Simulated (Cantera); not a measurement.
Input: 1 mol Si3N4, a varied amount of H2, equilibrated at 27.8 Torr.

Equilibrium computed with Cantera from the NASA thermochemical tables; the gas is ideal and each condensed phase is pure. Candidate condensed phases: Si, Si3N4; 18 gas species. Mutual solubility and eutectic melting of coexisting phases are not modelled. The numbers say what is thermodynamically allowed, not how fast it happens.

Stable condensed phases, one row left out:

```
T in K \ n(H2) in mol
          30  77 120 170 220 270 310 360 410
   2048    A   A   A   A   A   A   A   A   A
   1998    A   A   A   A   A   A   A   A   A
   1948    A   A   A   A   A   A   A   A   A
   1898    A   A   A   A   A   A   A   A   A
   1848    A   A   A   A   A   A   A   A   A
   1798    A   A   A   A   A   A   A   A   A
   1698    B   A   A   A   A   A   A   A   A
   1648    B   B   A   A   A   A   A   A   A
   1598    B   B   B   B   B   A   A   A   A
   1548    B   B   B   B   B   B   B   B   B
   1498    B   B   B   B   B   B   B   B   B
```

A: Si; B: Si + Si3N4.

Problem. Give the row for 1748 K.

Solution. 30: Si; 77: Si; 120: Si; 170: Si; 220: Si; 270: Si; 310: Si; 360: Si; 410: Si.
